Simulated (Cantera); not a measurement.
A closed system holds: 1 mol SiH₂Cl₂, 0.036 mol C₃H₈, 22 mol H₂, equilibrated at 0.190 bar.

Method: chemical equilibrium by Gibbs-energy minimisation in Cantera with the NASA 1993 tables (ideal gas, pure condensed phases). Candidate condensed phases: C, C₆H₆, C₇H₈, C₈H₁₈, Si, SiC; 109 gas species. Mutual solubility and eutectic melting of coexisting phases are not modelled. Gases not in the tables: Si₂H₆ and higher silanes. Rates play no part.

Problem. Which condensed phases are stable at each of these points (T (K)): 1523, 1623, 1723, 1823, 1923, 2023, 2123, 2223, 2323, 2423, 2523, 2623?

Solution. 
| T (K) | condensed phases | Si condensed (%) |
|---|---|---|
| 1523 | Si(s) + SiC(s) | 70.0 |
| 1623 | Si(s) + SiC(s) | 69.3 |
| 1723 | Si(l) + SiC(s) | 69.6 |
| 1823 | Si(l) + SiC(s) | 71.8 |
| 1923 | Si(l) + SiC(s) | 73.5 |
| 2023 | Si(l) + SiC(s) | 74.3 |
| 2123 | Si(l) + SiC(s) | 73.4 |
| 2223 | Si(l) + SiC(s) | 68.8 |
| 2323 | Si(l) + SiC(s) | 56.3 |
| 2423 | Si(l) + SiC(s) | 26.3 |
| 2523 | gas only | 0.0 |
| 2623 | gas only | 0.0 |

From 1523 K to 1623 K the condensed part is Si(s) + SiC(s). From 1723 K to 2423 K the condensed part is Si(l) + SiC(s). From 2523 K to 2623 K nothing is condensed.
